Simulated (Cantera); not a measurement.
Thermodynamics of titanium nitride, carbide and oxide coatings, feed Ti + C3H8 + H2

Feed: 1 mol Ti, 0.21 mol C3H8, 6.3 mol H2, held at 1800 K.

These are equilibrium values from Cantera (NASA tables, ideal gas, pure condensed phases), not measurements of a reactor. Candidate condensed phases: C, C6H6, C7H8, C8H18, Ti, TiC; 77 gas species. Mutual solubility and eutectic melting of coexisting phases are not modelled. TiC: taken at fixed stoichiometry. Condensed phases not in the tables: N, O or C dissolved in the metal. Rates play no part.

From 0.0750 Torr to 750 Torr the condensed part is Ti(β) + TiC(s). The main Ti-bearing gas is Ti throughout.

| P (Pa) | x H2 | x H | x Ti | x CH4 | n Ti(β) | n TiC(s) |
|---|---|---|---|---|---|---|
| 10 | 0.960 | 0.0351 | 0.00489 | 1.49e-12 | 0.334 | 0.630 |
| 37 | 0.980 | 0.0184 | 0.00132 | 5.74e-12 | 0.360 | 0.630 |
| 140 | 0.990 | 0.00952 | 0.000350 | 2.22e-11 | 0.367 | 0.630 |
| 520 | 0.995 | 0.00495 | 9.41e-5 | 8.31e-11 | 0.369 | 0.630 |
| 1900 | 0.997 | 0.00259 | 2.58e-5 | 3.05e-10 | 0.370 | 0.630 |
| 7200 | 0.999 | 0.00133 | 6.80e-6 | 1.16e-9 | 0.370 | 0.630 |
| 27000 | 0.999 | 0.000689 | 1.81e-6 | 4.35e-9 | 0.370 | 0.630 |
| 100000 | 1.000 | 0.000358 | 4.89e-7 | 1.61e-8 | 0.370 | 0.630 |
x: gas mole fraction; n: condensed amount in mol.
